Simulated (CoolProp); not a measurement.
Vapour pressure (kPa) of sulfur dioxide: the reference equation beside estimates from Tc = 157.5 °C, pc = 7887 kPa, ω = 0.256. Clausius-Clapeyron is anchored at -18.55 °C with a constant enthalpy of vaporisation of 25.43 kJ/mol.

The numbers come from the reference Helmholtz-energy equation of state, Gao 2016 in CoolProp.

```
T (°C)  reference  Lee-Kesler  Clausius-Clapeyron  van der Waals  Redlich-Kwong  Peng-Robinson
------  ---------  ----------  ------------------  -------------  -------------  -------------
-18.55      68.16       66.77               68.16          628.8          138.1          69.18
-7.65       112.5       110.9               111.6          800.0          213.6          113.4
3.35        178.0       176.4               176.5           1002          318.0          178.5
14.35       270.5       269.3               269.6           1236          456.3          270.2
25.25       395.4       395.1               397.6           1501          632.6          394.1
36.25       562.5       563.5               572.4           1803          855.8          559.8
47.15       776.5       779.1               801.4           2139           1128          772.3
58.15        1050        1054                1100           2517           1459           1044
69.05        1386        1391                1477           2930           1849           1380
80.05        1801        1807                1951           3389           2309           1795
91.05        2302        2307                2534           3890           2843           2298
101.95       2894        2897                3235           4430           3449           2894
112.95       3598        3599                4081           5020           4142           3605
123.85       4415        4415                5072           5650           4916           4431
```

Absolute difference from the reference over all 14 rows, mean and median: Lee-Kesler 0.5 and 0.3 %, Clausius-Clapeyron 5.5 and 4.0 %, van der Waals 247.0 and 157.6 %, Redlich-Kwong 47.6 and 42.1 %, Peng-Robinson 0.4 and 0.3 %.
